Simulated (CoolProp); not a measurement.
Ethylene at 302.27 K and 3.53 MPa is compressed adiabatically to 12.3 MPa with isentropic efficiency 0.8. Each further row changes one setting.

Values from CoolProp's reference Helmholtz-energy equation of state, Smukala 2000.

```tsv
case	work (kJ/kg)	final temperature (K)	final density (kg/m³)
as stated	122	[?]	131
efficiency 1	97.4	[?]	138
efficiency 0.65	[?]	[?]	[?]
```

Question: What belongs in the gaps?

Answer: 
- as stated, final temperature (K): 404.4
- efficiency 1, final temperature (K): 395.5
- efficiency 0.65, work (kJ/kg): 150
- efficiency 0.65, final temperature (K): 415.0
- efficiency 0.65, final density (kg/m³): 124
